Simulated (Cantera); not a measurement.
A closed system holds: 1 mol FeCl₂, 88 mol N₂, held at 0.000450 bar.

These are equilibrium values from Cantera (NASA tables, ideal gas, pure condensed phases), not measurements of a reactor. Candidate condensed phases: Fe, FeCl₂, FeCl₃; 10 gas species. The numbers say what is thermodynamically allowed, not how fast it happens.

Q: At 1648 K, list the 4 most abundant gas species with their mole fractions, and the condensed phases.

A: N₂ 0.988, FeCl₂ 0.0107, Cl 0.00112, Fe 0.000559. Condensed: gas only.
